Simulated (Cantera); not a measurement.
A Cantera script and what it prints.

```python
import numpy as np
import cantera as ct

gas_names = """
    H HNO HNO2 HNO3 HO2 H2 H2O H2O2 N NH NH2 NH3 NH2OH NO NO2 NO3 N2 N2H2 N2H4 N2O O OH O2 O3
""".split()
cond_names = """
    H2O(s) H2O(L)
""".split()


# ... load() reads the species with a 1 bar reference pressure and builds the phases ...
atoms = {
    'N2O': {'N': 2, 'O': 1},
    'H2O': {'H': 2, 'O': 1},
}
top_T = {}  # K; cautious upper limits of use, not melting points


# ... equilibrate(T, P, feed) seeds the gas with the atoms and calls Mixture.equilibrate('TP', solver="vcs", rtol=1e-11, max_steps=5000) ...
results = []
feed = {'N2O': 1, 'H2O': 0.14}  # mol
T = 1873  # K
P = 133.322  # Pa
mix = equilibrate(T, P, feed)
results.append((T, P, feed, dict(zip(mix.species_names, mix.species_moles))))
x = sorted(zip(gas.X, gas.species_names), reverse=True)
print(f"T = {T:g} K  P = {P:g} Pa  gas = {mix.phase_moles(0):.4g} mol")
print("   x: " + "  ".join(f"{s} {v:.3e}" for v, s in x if v > 0.0001))
print("   condensed (mol): " + ("  ".join(f"{mix.phase(i).name} {mix.phase_moles(i):.4g}"
      for i in range(1, mix.n_phases) if mix.phase_moles(i) > 1e-12) or "none"))
```

It prints:

```
T = 1873 K  P = 133.322 Pa  gas = 1.646 mol
   x: N2 6.048e-01  O2 2.982e-01  H2O 8.173e-02  NO 5.506e-03  OH 5.443e-03  O 3.535e-03  H2 4.245e-04  H 3.642e-04
   condensed (mol): none
```

Equilibrium computed with Cantera from the NASA thermochemical tables; the gas is ideal and each condensed phase is pure.
